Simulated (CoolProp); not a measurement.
Vapour pressure (kPa) of CF4 (R14): the reference equation beside estimates from Tc = 227.4 K, pc = 3762 kPa, ω = 0.178. Clausius-Clapeyron is anchored at 144.8 K with a constant enthalpy of vaporisation of 11.85 kJ/mol.

The numbers come from the reference Helmholtz-energy equation of state, Platzer 1990 in CoolProp. This equation is an older, rougher fit; its heat capacities, sound speeds and derivatives of the liquid may be far off and weren't checked against measurements.

```
T (K)  reference  Lee-Kesler  Clausius-Clapeyron  van der Waals  Redlich-Kwong  Soave-Redlich-Kwong  Peng-Robinson
-----  ---------  ----------  ------------------  -------------  -------------  -------------------  -------------
144.8      99.17       98.92               99.17          456.9          140.1                99.10          100.1
155        193.4       194.5               189.5              ?          261.8                194.5          194.6
165.2      344.6       348.2               334.2          909.1          446.7                348.3          346.1
175.4          ?       577.8               551.9           1216          709.7                579.6              ?
185.6      892.6       902.7               862.4           1581           1065                909.2          898.5
195.8       1332        1344                1286           2010           1527                 1359           1343
206         1913           ?                   ?           2503           2107                 1951           1932
216.2       2668        2681                2556              ?           2819                    ?           2694
```

What belongs in the gaps?


- 155, van der Waals: 657.6
- 175.4, reference: 570.9
- 175.4, Peng-Robinson: 573.8
- 206, Lee-Kesler: 1926
- 206, Clausius-Clapeyron: 1844
- 216.2, van der Waals: 3065
- 216.2, Soave-Redlich-Kwong: 2710

Absolute difference from the reference over all 8 rows, mean and median: Lee-Kesler 0.8 and 0.8 %, Clausius-Clapeyron 2.9 and 3.4 %, van der Waals 131.4 and 95.1 %, Redlich-Kwong 22.5 and 21.8 %, Soave-Redlich-Kwong 1.3 and 1.5 %, Peng-Robinson 0.7 and 0.7 %.
